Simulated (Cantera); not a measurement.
Thermodynamics of hydrogen reduction and annealing atmospheres, feed Fe3O4 + H2 + H2O

Input: 1 mol Fe3O4, a varied amount of H2, 0.88 mol H2O, held at 1073 K and 12.0 Torr.

Method: chemical equilibrium by Gibbs-energy minimisation in Cantera with the NASA 1993 tables (ideal gas, pure condensed phases). Candidate condensed phases: Fe, FeO, Fe(OH)2, Fe(OH)3, Fe2O3, Fe3O4, H2O; 12 gas species. Mutual solubility and eutectic melting of coexisting phases are not modelled. The tables' stoichiometric FeO is somewhat more stable than real wüstite, so its field is too wide. FeO: taken at fixed stoichiometry. Equilibrium is a limit: real reactors are often held back by kinetics, nucleation or transport.

| n(H2) (mol) | x H2 | x H2O | x H | x Fe(OH)2 | n Fe(α) | n FeO(s) |
|---|---|---|---|---|---|---|
| 11 | 0.825 | 0.175 | 1.01e-7 | 8.66e-9 | 0.202 | 2.80 |
| 17 | 0.825 | 0.175 | 1.01e-7 | 8.66e-9 | 1.25 | 1.75 |
| 27 | 0.825 | 0.175 | 1.01e-7 | 8.63e-9 | 3.00 | 0 |
| 43 | 0.889 | 0.111 | 1.04e-7 | 3.23e-9 | 3.00 | 0 |
| 69 | 0.930 | 0.0698 | 1.07e-7 | 1.22e-9 | 3.00 | 0 |
| 110 | 0.956 | 0.0440 | 1.08e-7 | 4.71e-10 | 3.00 | 0 |
| 180 | 0.973 | 0.0270 | 1.09e-7 | 1.74e-10 | 3.00 | 0 |
| 280 | 0.983 | 0.0174 | 1.10e-7 | 7.14e-11 | 3.00 | 0 |
| 450 | 0.989 | 0.0108 | 1.10e-7 | 2.75e-11 | 3.00 | 0 |
x: gas mole fraction; n: condensed amount in mol.

From 11 mol H2 to 17 mol H2 the condensed part is Fe(α) + FeO(s). From 27 mol H2 to 450 mol H2 the condensed part is Fe(α).
